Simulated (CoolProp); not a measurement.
Properties of chlorine along the isobar 1.01 bar.

Values from CoolProp's reference Helmholtz-energy equation of state, Thol 2021.

```tsv
T (°C)	phase	Z	cv (kJ/(kg K))	isothermal compressibility (1/MPa)	fugacity coefficient
57.95	gas	0.9911	0.3720	9.991	0.9912
64.65	gas	0.9916	0.3731	9.985	0.9917
71.25	gas	0.9922	0.3742	9.980	0.9922
77.95	gas	0.9926	0.3753	9.975	0.9927
84.65	gas	0.9931	0.3763	9.970	0.9931
91.25	gas	0.9935	0.3773	9.966	0.9935
97.95	gas	0.9939	0.3783	9.963	0.9939
104.65	gas	0.9942	0.3792	9.959	0.9942
111.25	gas	0.9945	0.3801	9.956	0.9945
117.95	gas	0.9948	0.3810	9.953	0.9948
124.65	gas	0.9951	0.3818	9.950	0.9951
131.25	gas	0.9953	0.3827	9.947	0.9954
137.95	gas	0.9956	0.3834	9.945	0.9956
144.65	gas	0.9958	0.3842	9.943	0.9958
151.35	gas	0.9960	0.3849	9.941	0.9960
157.95	gas	0.9962	0.3857	9.939	0.9962
```
